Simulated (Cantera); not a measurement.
## Metals in furnace atmospheres: Pb + O₂ + N₂

Charge: 1 mol Pb, 0.0072 mol O₂, 190 mol N₂, held at 24.0 bar.

Cantera equilibrium calculation (NASA polynomials, part measured and part estimated; ideal gas, pure solids and liquids). Candidate condensed phases: Pb, PbO, PbO₂, Pb₃O₄; 12 gas species. Each liquid is taken as pure. Mutual solubility and eutectic melting of coexisting phases are not modelled. Gases not in the tables: (PbO)n polymers. Kinetics and transport are ignored.

From 1225 K to 1375 K the condensed part is Pb(l) + PbO(l). From 1450 K to 1675 K the condensed part is Pb(l). From 1750 K to 1825 K nothing is condensed.

```csv
T (K),x N₂,x Pb,x PbO,x Pb₂,x NO,x O₂,x O,n Pb(l),n PbO(l)
1225,1.000,3.89e-5,4.70e-6,1.86e-9,7.28e-9,1.58e-10,<1e-12,0.978,0.0135
1300,1.000,0.000109,1.88e-5,1.04e-8,3.56e-8,1.34e-9,1.32e-12,0.965,0.0108
1375,1.000,0.000274,6.40e-5,4.79e-8,1.45e-7,8.83e-9,1.22e-11,0.934,0.00221
1450,0.999,0.000621,7.55e-5,1.87e-7,2.02e-7,7.50e-9,3.55e-11,0.868,0
1525,0.999,0.00130,7.54e-5,6.35e-7,2.35e-7,4.81e-9,8.02e-11,0.739,0
1600,0.997,0.00252,7.53e-5,1.92e-6,2.70e-7,3.23e-9,1.68e-10,0.504,0
1675,0.995,0.00462,7.51e-5,5.21e-6,3.07e-7,2.26e-9,3.31e-10,0.102,0
1750,0.995,0.00515,7.48e-5,5.34e-6,5.37e-7,3.94e-9,9.59e-10,0,0
1825,0.995,0.00515,7.44e-5,4.48e-6,9.91e-7,7.99e-9,2.80e-9,0,0
```
x: gas mole fraction; n: condensed amount in mol.
